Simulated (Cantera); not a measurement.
A closed system holds: 1 mol PbO, 7.7 mol CO, 0.13 mol N₂, held at 1075 K and 10.0 Torr.

Method: chemical equilibrium by Gibbs-energy minimisation in Cantera with the NASA 1993 tables (ideal gas, pure condensed phases). Candidate condensed phases: C, Pb, PbO, PbO₂, Pb₃O₄; 27 gas species. Rates play no part.

Base state: CO 0.851, CO₂ 0.127, N₂ 0.0165, Pb 0.00570 (mole fractions); condensed: Pb(l).

Task: What changes in the equilibrium state with this change: pressure from 10.0 Torr to 7.05 Torr?

Result: 
```json
[
 {"species": "CO", "before": "0.851", "after": "0.849"},
 {"species": "CO₂", "before": "0.127", "after": "0.127"},
 {"species": "N₂", "before": "0.0165", "after": "0.0165"},
 {"species": "Pb", "before": "0.00570", "after": "0.00808"},
 {"species": "Pb(l), mol", "before": "0.955", "after": "0.936"}
]
```
